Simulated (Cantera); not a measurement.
**Silicon carbide growth: CH3SiH3 + H2 + CH4**

Feed: 1 mol CH3SiH3, 1.8 mol H2, 0.77 mol CH4, at 140 Pa.

Method: chemical equilibrium by Gibbs-energy minimisation in Cantera with the NASA 1993 tables (ideal gas, pure condensed phases). Candidate condensed phases: C, C6H6, C7H8, C8H18, Si, SiC; 87 gas species. The feed counts by its element totals alone. The numbers say what is thermodynamically allowed, not how fast it happens.

From 1127 °C to 1777 °C the condensed part is C(graphite) + SiC(s).

| T (°C) | x H2 | x H | x Si | x C2H2 (acetylene) | n C(graphite) | n SiC(s) |
|---|---|---|---|---|---|---|
| 1127 | 1.000 | 0.000130 | 2.82e-9 | 2.52e-6 | 0.770 | 1.00 |
| 1177 | 1.000 | 0.000253 | 1.31e-8 | 4.87e-6 | 0.770 | 1.00 |
| 1227 | 1.000 | 0.000470 | 5.48e-8 | 9.02e-6 | 0.770 | 1.00 |
| 1277 | 0.999 | 0.000841 | 2.09e-7 | 1.60e-5 | 0.770 | 1.000 |
| 1327 | 0.999 | 0.00145 | 7.32e-7 | 2.75e-5 | 0.770 | 1.000 |
| 1377 | 0.998 | 0.00242 | 2.38e-6 | 4.55e-5 | 0.769 | 1.000 |
| 1427 | 0.996 | 0.00393 | 7.19e-6 | 7.31e-5 | 0.769 | 1.000 |
| 1477 | 0.994 | 0.00620 | 2.04e-5 | 0.000114 | 0.769 | 1.000 |
| 1527 | 0.990 | 0.00952 | 5.46e-5 | 0.000174 | 0.768 | 1.000 |
| 1577 | 0.985 | 0.0143 | 0.000139 | 0.000258 | 0.768 | 0.999 |
| 1627 | 0.978 | 0.0210 | 0.000335 | 0.000374 | 0.767 | 0.998 |
| 1677 | 0.968 | 0.0302 | 0.000771 | 0.000529 | 0.768 | 0.994 |
| 1727 | 0.955 | 0.0425 | 0.00171 | 0.000734 | 0.772 | 0.988 |
| 1777 | 0.936 | 0.0587 | 0.00362 | 0.000994 | 0.781 | 0.973 |
x: gas mole fraction; n: condensed amount in mol.
